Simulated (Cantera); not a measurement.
An isothermal, constant-pressure homogeneous reactor starts with N₂O : O₂ = 1 : 0.095 (molar parts), at 1423 K and 190000 Pa. Integrator tolerance rtol = 1e-08.

Model: GRI-Mech 3.0 (53 species, 325 reactions), integrated in Cantera. GRI-Mech 3.0 was tuned for natural gas; its chemistry of N2O as a main component is partial and can be far from experiment. The temperature is held fixed by assumption; the heat of reaction is taken as removed at once.

Question: What does this change do: temperature 1423 to 1000 K?

Answer: 
```csv
quantity,before,after
x(N₂O) at 100 s,2.28e-6 (gas-phase equilibrium 7.60e-8),0.310 (gas-phase equilibrium 3.78e-9)
x(O₂) at 100 s,0.331 (gas-phase equilibrium 0.373),0.269 (gas-phase equilibrium 0.373)
x(NO) at 100 s,0.0826 (gas-phase equilibrium 0.000982),0.0123 (gas-phase equilibrium 3.74e-5)
x(N₂) at 100 s,0.585 (gas-phase equilibrium 0.626),0.408 (gas-phase equilibrium 0.627)
x(NO₂) at 100 s,0.000977 (gas-phase equilibrium 1.23e-5),0.000400 (gas-phase equilibrium 3.68e-6)
x(O) at 100 s,5.66e-7 (gas-phase equilibrium 6.00e-7),1.34e-8 (gas-phase equilibrium 7.01e-11)
```
The mechanism lacks the step 2 NO + O2 → 2 NO2, which can matter for NO2 below about 1400 K.
